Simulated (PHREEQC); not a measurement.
**Acid mine or pickling water**

Synthetic water in mmol/kgw, 70 °C, pH 2.66, pe 9.5: Na 1.32; K 0.429; Ca 2.17; Mg 0.349; Cl 0.298; S(6) 5.54; Fe(3) 0.00103; Zn 0.0215; B 0.0179.

Valence states are taken as typed.

Equilibrium calculation in PHREEQC: ion-association model, phreeqc.dat.

Each row changes one thing in this solution. No solid was allowed to form.

```csv
case,ionic strength (mol/kgw),SO4-2 (mol/kgw),Ca+2 (mol/kgw),HSO4- (mol/kgw),CaSO4 (mol/kgw),Mg+2 (mol/kgw),SI of Gypsum (CaSO4:2H2O),SI of Goethite (FeOOH)
as made,0.0134,0.00333,0.00166,0.00151,0.000488,0.000194,-0.99,+2.25
temperature from 70 to 35 °C at the same typed pH,0.0147,0.00412,0.00166,0.000767,0.000499,0.000236,-0.99,+1.61
all concentrations times 2 at the same typed pH,0.0244,0.00656,0.00298,0.00268,0.00131,0.000318,-0.56,+2.39
```

Some of these states are supersaturated (in Hematite (slow to form), Goethite (slow to form), for instance). Away from 25 °C the constants follow the database's enthalpies or fits; those with neither stay at their 25 °C values.
